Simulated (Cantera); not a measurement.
A perfectly stirred reactor is fed with 8.68 % H2, 91.3 % O2, equivalence ratio 0.048, at 20.0 Torr; it is held at 1125 K, and followed from long to short residence time.

Detailed kinetics in Cantera: GRI-Mech 3.0 (53 species, 325 reactions). Radical loss at walls, strong at low pressure, is not modelled. The temperature is held fixed by assumption; the heat of reaction is taken as removed at once.

Predict: x(H2) at τ = 11.0 s; x(O2) at τ = 11.0 s; x(H2O) at τ = 11.0 s; x(HO2) at τ = 11.0 s; x(OH) at τ = 11.0 s; x(H2) at τ = 63.0 ms; x(O2) at τ = 63.0 ms; x(H2O) at τ = 63.0 ms; x(HO2) at τ = 63.0 ms; x(OH) at τ = 63.0 ms.


```json
{
 "x(H2) at τ = 11.0 s": "5.64e-5",
 "x(O2) at τ = 11.0 s": "0.909",
 "x(H2O) at τ = 11.0 s": "0.0905",
 "x(HO2) at τ = 11.0 s": "1.34e-6",
 "x(OH) at τ = 11.0 s": "0.000295",
 "x(H2) at τ = 63.0 ms": "0.00126",
 "x(O2) at τ = 63.0 ms": "0.903",
 "x(H2O) at τ = 63.0 ms": "0.0876",
 "x(HO2) at τ = 63.0 ms": "8.94e-6",
 "x(OH) at τ = 63.0 ms": "0.00174"
}
```
